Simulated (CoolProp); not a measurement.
CH3F (R41) at 293.15 K and 20.5 MPa is throttled through a valve to 12 MPa with no heat exchange. Each further row changes one setting.

Model: reference Helmholtz-energy equation of state, Lemmon 2006, in CoolProp. It is a short technical equation, of lower accuracy than the large ones.

| case | temperature change (K) | final density (kg/m³) |
|---|---|---|
| as stated | -1.0 | 668 |
| outlet pressure 3.6 MPa | -4.3 | 624 |
| outlet pressure 15.6 MPa | -0.3 | 683 |
